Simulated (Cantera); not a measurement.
A freely propagating, adiabatic, planar premixed flame of 19.5 % H2, 19.1 % O2, 61.3 % N2, equivalence ratio 0.51, unburnt at 448 K and 4.93 atm; mixture-averaged transport, grid criteria slope 0.08 and curve 0.16, no radiation.

Model: the H2/O2 subset of GRI-Mech 3.0, which has no nitrogen chemistry, integrated in Cantera. The hydrogen kinetics of GRI-Mech 3.0 are dated; newer H2 mechanisms differ, most at raised pressure. Burning velocities carry a grid error of a few per cent, more on coarse grids. Lean hydrogen flames are cellular in practice and burn faster than this planar one.

Q: Predict: laminar burning velocity; thermal thickness; peak x(H2O2); peak x(H); peak x(O).

A: 
```
Item                         Result
------------------------  ---------
laminar burning velocity  85.4 cm/s
thermal thickness         0.0757 mm
peak x(H2O2)               0.000210
peak x(H)                   0.00196
peak x(O)                   0.00264
```
